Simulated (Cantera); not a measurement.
A perfectly stirred reactor is fed with 21.7 % C2H4, 78.3 % H2, at 0.543 atm; it is held at 1800 K, and followed from long to short residence time.

Detailed kinetics in Cantera: GRI-Mech 3.0 (53 species, 325 reactions). GRI-Mech 3.0 was tuned for natural gas; its chemistry of ethylene as a main component is partial and can be far from experiment. GRI-Mech 3.0 stops at C3 and has no aromatics, soot or wall deposition, so with more carbon than oxygen in the feed, carbon stays in small species such as C2H2 where larger ones or solid carbon would form.

x: mole fraction; the columns are a selection and need not sum to one.

```tsv
τ (s)	x C2H4	x H2	x H	x CH3	x C2H6
3.7	0.00182	0.814	0.000439	0.000104	1.03e-6
1.2	0.00184	0.814	0.000438	0.000101	9.99e-7
0.36	0.00192	0.815	0.000436	9.04e-5	9.06e-7
0.11	0.00218	0.816	0.000428	6.57e-5	7.46e-7
0.036	___	0.818	___	___	7.35e-7
0.011	0.00658	0.819	0.000297	1.32e-5	1.30e-6
0.0036	0.0209	0.817	0.000191	5.57e-6	3.15e-6
0.0011	0.0651	0.809	0.000129	2.88e-6	7.32e-6
0.00035	0.132	0.797	9.82e-5	1.79e-6	1.14e-5
0.00011	___	0.788	___	___	___
```

**Question.** What belongs in the gaps?

**Answer.** 
- 0.036, x C2H4: 0.00300
- 0.036, x H: 0.000393
- 0.036, x CH3: 3.40e-5
- 0.00011, x C2H4: 0.187
- 0.00011, x H: 6.58e-5
- 0.00011, x CH3: 9.49e-7
- 0.00011, x C2H6: 9.79e-6
